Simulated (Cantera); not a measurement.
Source: NASA polynomial tables (part measured, part estimated), evaluated in Cantera. Values are per mole of reaction as written; species without (g) are pure solids or liquids, kept so even where they would boil at 1 bar.

3 NO2(g) + Cr2N = 2 N2(g) + 2 CrO3(g), with ΔH° = -562.8 kJ and ΔS° = 130.1 J/K at 300 K.

Q: How far is the shortcut ΔG° ≈ ΔH°(300 K) − T·ΔS°(300 K) from the full temperature-dependent value at 1698, 1723, 1748, 1773, 1798, 1823, 1848 K?

A: 
| T (K) | shortcut (kJ) | full (kJ) | difference (kJ) | difference in log10 K |
|---|---|---|---|---|
| 1698 | -783.8 | -760.4 | -23.4 | 0.72 |
| 1723 | -787.0 | -762.7 | -24.3 | 0.74 |
| 1748 | -790.3 | -765.1 | -25.2 | 0.75 |
| 1773 | -793.6 | -767.4 | -26.2 | 0.77 |
| 1798 | -796.8 | -769.7 | -27.1 | 0.79 |
| 1823 | -800.1 | -772.0 | -28.1 | 0.80 |
| 1848 | -803.3 | -774.3 | -29.0 | 0.82 |
The shortcut ignores the heat-capacity change of the reaction.
